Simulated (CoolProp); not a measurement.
Model: reference Helmholtz-energy equation of state, Thol 2015, in CoolProp.

Question: Give the vapour pressure (kPa), liquid density (kg/m³), liquid cp (kJ/(kg K)), surface tension (mN/m) of saturated octamethylcyclotetrasiloxane (D4) at 468.9, 476.4 K.

Answer: 
```
T (K)  p (kPa)  liquid density (kg/m³)  liquid cp (kJ/(kg K))  surface tension (mN/m)
-----  -------  ----------------------  ---------------------  ----------------------
468.9      164                     736                   2.05                    6.10
476.4      194                     725                   2.07                    5.64
```

Surface tension comes from a separate correlation (Mulero 2014), older than this fluid's equation and unchecked against measurements.
